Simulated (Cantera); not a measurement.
A perfectly stirred reactor is fed with 9.98 % H₂, 6.92 % O₂, 83.1 % N₂, at 1650 Torr; it is adiabatic with a 650 K inlet, and is followed from long to short residence time, starting on the burning branch (τ in s: 0.41, 0.16, 0.059, 0.023, 0.0086, 0.0033, 0.0013, 0.00048, 0.00018, 7e-05, 2.7e-05, 1e-05).

Detailed kinetics in Cantera: the H2/O2 subset of GRI-Mech 3.0, which has no nitrogen chemistry. The hydrogen kinetics of GRI-Mech 3.0 are dated; newer H2 mechanisms differ, most at raised pressure.

Predict: blow-out, bracketed by the residence times tried; x(H₂) at τ = 0.410 s; x(O₂) at τ = 0.410 s; x(H₂O₂) at τ = 0.410 s; x(H) at τ = 0.410 s; x(O) at τ = 0.410 s; x(H₂) at τ = 1.30 ms; x(O₂) at τ = 1.30 ms; x(H₂O₂) at τ = 1.30 ms; x(H) at τ = 1.30 ms; x(O) at τ = 1.30 ms.


| Quantity | Value |
|---|---|
| blow-out, bracketed by the residence times tried | burning at 0.180 ms, out at 70.0 µs |
| x(H₂) at τ = 0.410 s | 6.06e-5 |
| x(O₂) at τ = 0.410 s | 0.0204 |
| x(H₂O₂) at τ = 0.410 s | 1.27e-7 |
| x(H) at τ = 0.410 s | 2.21e-6 |
| x(O) at τ = 0.410 s | 9.19e-6 |
| x(H₂) at τ = 1.30 ms | 0.00256 |
| x(O₂) at τ = 1.30 ms | 0.0213 |
| x(H₂O₂) at τ = 1.30 ms | 1.74e-6 |
| x(H) at τ = 1.30 ms | 0.000579 |
| x(O) at τ = 1.30 ms | 0.000422 |
